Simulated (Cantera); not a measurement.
A freely propagating, adiabatic, planar premixed flame of 25.3 % H₂, 15.7 % O₂, 59.0 % N₂, unburnt at 573 K and 750 Torr; mixture-averaged transport, grid criteria slope 0.08 and curve 0.16, no radiation.

Detailed kinetics in Cantera: the H2/O2 subset of GRI-Mech 3.0, which has no nitrogen chemistry. Burning velocities carry a grid error of a few per cent, more on coarse grids.

Task: Predict: laminar burning velocity; thermal thickness; peak x(H₂O₂); peak x(O); peak x(H); peak x(HO₂).

Result: 
```
Quantity                    Result
------------------------  --------
laminar burning velocity  568 cm/s
thermal thickness         0.447 mm
peak x(H₂O₂)               2.06e-5
peak x(O)                   0.0141
peak x(H)                   0.0406
peak x(HO₂)               0.000319
```
